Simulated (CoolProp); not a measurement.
Vapour-liquid equilibrium of benzene (1) + o-xylene (2) at 351.7 K; x and y are mole fractions of (1).

The numbers come from the multi-fluid Helmholtz-energy mixture model, Thol 2012 and Zhou 2012; pair parameters Bell 2016 in CoolProp.

| x | bubble pressure, mixture model (MPa) | bubble pressure, Raoult's law (MPa) | y, mixture model | y, Raoult's law |
|---|---|---|---|---|
| 0.05 | 0.01544 | 0.01621 | 0.263 | 0.298 |
| 0.2 | 0.02893 | 0.02891 | 0.673 | 0.669 |
| 0.35 | 0.04437 | 0.04162 | 0.829 | 0.813 |
| 0.5 | 0.05884 | 0.05433 | 0.900 | 0.890 |
| 0.65 | 0.07119 | 0.06703 | 0.939 | 0.937 |
| 0.8 | 0.08199 | 0.07974 | 0.966 | 0.970 |
| 0.95 | 0.09277 | 0.09244 | 0.991 | 0.994 |

The largest gap from Raoult's law is +8.3 % in bubble pressure, at x = 0.5. No azeotrope shows between x = 0.05 and 0.95.

Pair parameters are fitted to limited data, so mixtures are less certain than the pure fluids. The gap from Raoult's law changes sign with composition, which may be real or a fault of the pair parameters; it wasn't checked against measurements.
